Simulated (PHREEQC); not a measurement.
Make-up at 25 °C: 4.3 mol/kgw LiCl and 0.18 mol/kgw BaCl2. Closed to the air; pH follows from the charge balance.

All values are PHREEQC results (Pitzer model, pitzer.dat), not measurements.

Problem. The ionic strength comes out as 4.84 mol/kgw. What activity coefficients do Ba+2, Li+, Cl- get?

Solution. Ba+2 1.1, Li+ 4.9, Cl- 0.59. Single-ion values are on the MacInnes scale.

This is a speciation only: nothing precipitates in the calculation.
